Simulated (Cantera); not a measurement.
Input (Python, Cantera):

```python
import numpy as np
import cantera as ct

gas = ct.Solution("gri30.yaml")
gas.TPX = 1050, 120, {'H2': 0.074, 'O2': 1}
reactor = ct.IdealGasConstPressureReactor(gas, energy="off", clone=False)
net = ct.ReactorNet([reactor])
net.rtol, net.atol = 1e-08, 1e-18
show = ['H2', 'O2', 'H2O2', 'HO2', 'H']
times = np.geomspace(4e-05, 50, 15)

steps = ct.SolutionArray(gas, extra=["t"])
rows = []
print(f"{'t/s':>10s}{'T/K':>9s}{'P/Pa':>11s}" + "".join(f"{s:>11s}" for s in show))
for t in times:
    while net.time < t:
        t_next = net.step()
        steps.append(gas.state, t=t_next)
    rows.append([np.interp(t, steps.t, y) for y in (steps.T, steps.P, *steps(*show).X.T)])
    print(f"{t:10.3e}{rows[-1][0]:9.1f}{rows[-1][1]:11.4g}" + "".join(f"{x:11.3e}" for x in rows[-1][2:]))
rate = np.gradient(steps.T, steps.t)
print("integrator steps:", len(steps.t))
if steps.T.max() > steps.T[0] + 200:
    print(f"time of steepest temperature rise: {steps.t[rate.argmax()]:.4e} s")
gas.TPX = 1050, 120, {'H2': 0.074, 'O2': 1}
gas.equilibrate("TP")
print(f"equilibrium (TP): T = {gas.T:.1f} K  " + "  ".join(f"{s} {gas[s].X[0]:.3e}" for s in show))
```

Result:

```
       t/s      T/K       P/Pa         H2         O2       H2O2        HO2          H
 4.000e-05   1050.0        120  6.890e-02  9.311e-01  1.884e-17  8.240e-12  8.095e-12
 1.090e-04   1050.0        120  6.890e-02  9.311e-01  1.396e-16  2.246e-11  2.145e-11
 2.972e-04   1050.0        120  6.890e-02  9.311e-01  1.042e-15  6.122e-11  5.479e-11
 8.101e-04   1050.0        120  6.890e-02  9.311e-01  7.715e-15  1.669e-10  1.351e-10
 2.208e-03   1050.0        120  6.890e-02  9.311e-01  5.727e-14  4.551e-10  3.839e-10
 6.019e-03   1050.0        120  6.890e-02  9.311e-01  4.256e-13  1.243e-09  2.379e-09
 1.641e-02   1050.0        120  6.890e-02  9.311e-01  3.235e-12  3.689e-09  1.895e-07
 4.472e-02   1050.0        120  4.174e-02  9.141e-01  2.827e-08  5.303e-07  1.008e-02
 1.219e-01   1050.0        120  1.377e-03  8.843e-01  8.339e-09  6.229e-07  1.748e-02
 3.323e-01   1050.0        120  1.238e-03  8.891e-01  8.615e-09  6.203e-07  1.485e-02
 9.057e-01   1050.0        120  9.637e-04  8.996e-01  9.590e-09  6.081e-07  9.692e-03
 2.469e+00   1050.0        120  4.931e-04  9.149e-01  1.121e-08  5.403e-07  3.333e-03
 6.730e+00   1050.0        120  1.237e-04  9.253e-01  1.170e-08  3.502e-07  4.053e-04
 1.834e+01   1050.0        120  1.858e-05  9.281e-01  8.533e-09  1.358e-07  2.354e-05
 5.000e+01   1050.0        120  2.737e-06  9.285e-01  4.338e-09  3.580e-08  1.339e-06
integrator steps: 1439
equilibrium (TP): T = 1050.0 K  H2 7.783e-10  O2 9.286e-01  H2O2 1.235e-11  HO2 9.563e-10  H 6.575e-12
```

Detailed kinetics in Cantera: GRI-Mech 3.0 (53 species, 325 reactions). Radical loss at walls, strong at low pressure, is not modelled. The temperature is held fixed by assumption; the heat of reaction is taken as removed at once.
